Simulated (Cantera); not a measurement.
## Moist CO burnout

An isothermal, constant-pressure homogeneous reactor starts with 0.440 % CO, 3.92 % O₂, 0.0344 % H₂O, 95.6 % N₂, equivalence ratio 0.056, at 1498 K and 0.140 bar.

Detailed kinetics in Cantera: GRI-Mech 3.0 (53 species, 325 reactions).

| t (s) | x CO | x O₂ | x H₂O | x H₂O₂ | x CO₂ |
|---|---|---|---|---|---|
| 1.00e-5 | 0.00440 | 0.0392 | 0.000344 | <1e-12 | 5.15e-10 |
| 2.61e-5 | 0.00440 | 0.0392 | 0.000344 | <1e-12 | 1.34e-9 |
| 6.81e-5 | 0.00440 | 0.0392 | 0.000344 | <1e-12 | 3.51e-9 |
| 0.000178 | 0.00440 | 0.0392 | 0.000344 | <1e-12 | 9.17e-9 |
| 0.000464 | 0.00440 | 0.0392 | 0.000344 | <1e-12 | 2.41e-8 |
| 0.00121 | 0.00440 | 0.0392 | 0.000344 | <1e-12 | 6.50e-8 |
| 0.00316 | 0.00440 | 0.0392 | 0.000344 | <1e-12 | 2.05e-7 |
| 0.00825 | 0.00440 | 0.0392 | 0.000344 | <1e-12 | 1.37e-6 |
| 0.0215 | 0.00429 | 0.0391 | 0.000335 | 6.27e-11 | 0.000106 |
| 0.0562 | 0.00128 | 0.0366 | 0.000217 | 1.58e-9 | 0.00312 |
| 0.147 | 0.000194 | 0.0366 | 0.000270 | 1.24e-9 | 0.00421 |
| 0.383 | 4.09e-5 | 0.0370 | 0.000318 | 4.11e-10 | 0.00437 |
| 1.00 | 7.29e-6 | 0.0371 | 0.000334 | 9.11e-11 | 0.00440 |
x: mole fraction; the columns are a selection and need not sum to one.

Equilibrium at this temperature and pressure: CO 2.94e-7, O₂ 0.0368, H₂O 0.000343, H₂O₂ 5.05e-12, CO₂ 0.00441 (gas phase only).
